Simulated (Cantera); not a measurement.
A closed system holds: 1 mol CaCl2, 0.088 mol O2, 17 mol H2, at 1248.15 K and 0.180 bar.

Cantera equilibrium calculation (NASA polynomials, part measured and part estimated; ideal gas, pure solids and liquids). Candidate condensed phases: Ca, CaCl2, CaO, Ca(OH)2, H2O; 21 gas species. Mutual solubility and eutectic melting of coexisting phases are not modelled. Condensed phases not in the tables: oxide chlorides. Rates play no part.

Base state: H2 0.987, H2O 0.00812, HCl 0.00441, CaCl2 0.000112 (mole fractions); condensed: CaCl2(l) + CaO(s).

Task: What changes in the equilibrium state with this change: CaCl2 replaced by BaF2?

Result: 
| species | before | after |
|---|---|---|
| H2 | 0.987 | 0.990 |
| H2O | 0.00812 | 0.0103 |
| HF | 0 | 2.11e-5 |
| HCl | 0.00441 | 0 |
| CaCl2 | 0.000112 | 0 |
| CaCl2(l), mol | 0.961 | 0 |
| CaO(s), mol | 0.0376 | 0 |
| BaF2(s), mol | 0 | 1.000 |
| BaO(s), mol | 0 | 0.000164 |
Further candidate phases: Ba, BaF2, BaO, Ba(OH)2.
